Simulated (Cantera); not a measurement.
A freely propagating, adiabatic, planar premixed flame of 44.1 % H2, 14.7 % O2, 41.2 % N2, equivalence ratio 1.5, unburnt at 573 K and 17000 Pa; mixture-averaged transport, grid criteria slope 0.08 and curve 0.16, no radiation.

Computed with Cantera and the H2/O2 subset of GRI-Mech 3.0, which has no nitrogen chemistry. Burning velocities carry a grid error of a few per cent, more on coarse grids.

Task: Predict: laminar burning velocity; thermal thickness; peak x(OH); peak x(H2O2); peak x(HO2).

Result: 
- laminar burning velocity: 777 cm/s
- thermal thickness: 4.05 mm
- peak x(OH): 0.0169
- peak x(H2O2): 1.37e-6
- peak x(HO2): 7.30e-5
